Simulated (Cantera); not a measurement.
Cantera run, input and output.

```python
import numpy as np
import cantera as ct

gas = ct.Solution("gri30.yaml")
gas.TPX = 1425, 2800, {'H2': 0.053, 'O2': 1}
inlet = ct.Reservoir(gas, clone=True)

reactor = ct.IdealGasConstPressureReactor(gas, energy="off", clone=False)
exhaust = ct.Reservoir(gas, clone=True)
tau = [1.2, 0.51, 0.22, 0.098, 0.043, 0.019, 0.0082, 0.0036, 0.0016][0]
for a, b in ((inlet, reactor), (reactor, exhaust)):
    ct.MassFlowController(a, b, mdot=lambda t: reactor.mass / tau)
net = ct.ReactorNet([reactor])
show = ['H2', 'O2', 'H', 'O', 'HO2', 'OH', 'H2O']

rows = []
print(f"{'tau/s':>10s}{'T/K':>9s}" + "".join(f"{s:>11s}" for s in show))
for tau in [1.2, 0.51, 0.22, 0.098, 0.043, 0.019, 0.0082, 0.0036, 0.0016]:
    net.initial_time = 0.0
    net.advance(30 * tau)
    before = gas.X
    net.advance(40 * tau)
    drift = np.max(np.abs(gas.X - before) / (gas.X + 1e-9))
    rows.append([gas.T, *gas[show].X, drift])
    print(f"{tau:10.3e}{gas.T:9.1f}" + "".join(f"{x:11.3e}" for x in gas[show].X))
```

It prints:

```
     tau/s      T/K         H2         O2          H          O        HO2         OH        H2O
 1.200e+00   1425.0  7.404e-05  9.455e-01  7.753e-05  2.094e-03  8.981e-07  1.608e-03  5.063e-02
 5.100e-01   1425.0  1.256e-04  9.437e-01  1.765e-04  3.624e-03  1.278e-06  2.111e-03  5.023e-02
 2.200e-01   1425.0  2.077e-04  9.409e-01  3.841e-04  6.083e-03  1.732e-06  2.728e-03  4.965e-02
 9.800e-02   1425.0  3.294e-04  9.369e-01  7.741e-04  9.692e-03  2.216e-06  3.434e-03  4.886e-02
 4.300e-02   1425.0  5.106e-04  9.312e-01  1.465e-03  1.478e-02  2.705e-06  4.231e-03  4.777e-02
 1.900e-02   1425.0  7.609e-04  9.246e-01  2.468e-03  2.078e-02  3.126e-06  5.023e-03  4.641e-02
 8.200e-03   1425.0  1.125e-03  9.180e-01  3.663e-03  2.657e-02  3.456e-06  5.762e-03  4.486e-02
 3.600e-03   1425.0  1.703e-03  9.135e-01  4.733e-03  3.034e-02  3.689e-06  6.422e-03  4.326e-02
 1.600e-03   1425.0  2.775e-03  9.117e-01  5.580e-03  3.151e-02  3.876e-06  7.129e-03  4.131e-02
```

Model: GRI-Mech 3.0 (53 species, 325 reactions), integrated in Cantera. Radical loss at walls, strong at low pressure, is not modelled. The temperature is held fixed by assumption; the heat of reaction is taken as removed at once.
